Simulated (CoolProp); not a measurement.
1-butene along the isobar 13400 kPa: Z from the reference equation and from simpler models built on Tc = 146.1 °C, pc = 4006 kPa, ω = 0.192; each cubic takes its own stable root.

Model: reference Helmholtz-energy equation of state, Lemmon 2005, in CoolProp. It is a short technical equation, of lower accuracy than the large ones.

```
T (°C)          phase  reference
------  -------------  ---------
126.65         liquid     0.4630
144.55         liquid     0.4678
162.45  supercritical     0.4772
180.35  supercritical     0.4923
198.25  supercritical     0.5141
216.05  supercritical     0.5432
233.95  supercritical     0.5793
251.85  supercritical     0.6198
```

Question: How far does each simpler model (Soave-Redlich-Kwong, Peng-Robinson) lie from the reference over these 8 states: mean and median of the absolute difference, and the worst?

Answer: 
- Soave-Redlich-Kwong: mean 11.0 %, median 11.4 %, worst +12.4 % at 216.05 °C and 13400 kPa
- Peng-Robinson: mean 2.4 %, median 2.6 %, worst +3.8 % at 233.95 °C and 13400 kPa
